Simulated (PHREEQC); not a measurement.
PHREEQC input (Pitzer model, pitzer.dat):

```
SOLUTION 1
  temp 25
  units mol/kgw
  pH 7 charge
  C(4) 0.1339
  K 0.1958
  Cl 0.058
END
USE solution 1
INCREMENTAL_REACTIONS false
REACTION 1
  H2O -1
  0 9.886 18.011 24.689 30.178 34.689 38.397 41.444
  43.949 46.007 47.699 49.089 50.232 51.172 51.944 52.578
  53.1 53.528 53.88 54.17 54.408 54.603 54.764 54.896
  55.005 55.094 55.168 55.228 moles
EQUILIBRIUM_PHASES 1
  Kalicinite 0 0
  Sylvite 0 0
SELECTED_OUTPUT 1
  -reset false
  -pH true
  -pe true
  -ionic_strength true
  -water true
  -activities H2O
  -totals C Cl K
  -molalities H+ K+ Cl- CO3-2 OH- HCO3- CO2
  -equilibrium_phases Kalicinite Sylvite
PRINT
  -reset false
END
```

Selected output (columns that matter, 11 of 28 rows; water left (kg) added in front):

```
water left (kg)	pH	mu	C	Cl	K	m_H+	m_K+	m_Cl-	m_CO3-2	m_OH-	m_HCO3-	la_H2O	Kalicinite	Sylvite
1	8.4474	0.20041	0.1339	0.058	0.1958	5.1031e-09	0.1958	0.058	0.0046057	3.7681e-06	0.12858	-0.0027627	0	0
0.555204	8.3684	0.3611	0.24117	0.10447	0.35266	6.5881e-09	0.35266	0.10447	0.0084347	3.2393e-06	0.23132	-0.0049183	0	0
0.375045	8.3112	0.53471	0.35702	0.15465	0.52207	7.9006e-09	0.52207	0.15465	0.012637	2.8706e-06	0.34215	-0.0072312	0	0
0.208219	8.2177	0.96355	0.64307	0.27855	0.94036	1.051e-08	0.94036	0.27855	0.02319	2.2885e-06	0.61542	-0.012914	0	0
0.115618	8.1163	1.7359	1.1581	0.50165	1.6935	1.3963e-08	1.6935	0.50165	0.042434	1.6851e-06	1.107	-0.023106	0	0
0.0641821	8.0229	3.1269	2.0863	0.90368	3.0507	1.7515e-08	3.0507	0.90368	0.076248	1.1179e-06	1.9945	-0.041245	0	0
0.0433514	8.0213	4.3822	2.8468	1.3379	4.2747	1.6922e-08	4.2747	1.3379	0.10755	9.0543e-07	2.7217	-0.057101	0.010487	0
0.0240637	8.3303	5.1341	2.3925	2.4103	4.9649	6.2506e-09	4.9649	2.4103	0.16919	1.6883e-06	2.2162	-0.069027	0.076327	0
0.0133595	8.7464	6.4192	1.9873	3.8461	6.1253	1.7388e-09	6.1253	3.8461	0.29395	3.6789e-06	1.6913	-0.089387	0.10735	0.006618
0.0090174	8.9528	6.7077	2.1138	3.7277	6.274	1.1955e-09	6.274	3.7277	0.43371	5.4619e-06	1.6789	-0.090778	0.11484	0.024386
0.00499968	9.3009	7.4274	2.425	3.4418	6.6469	6.7839e-10	6.6469	3.4418	0.78054	9.9571e-06	1.644	-0.094747	0.12178	0.040792
```
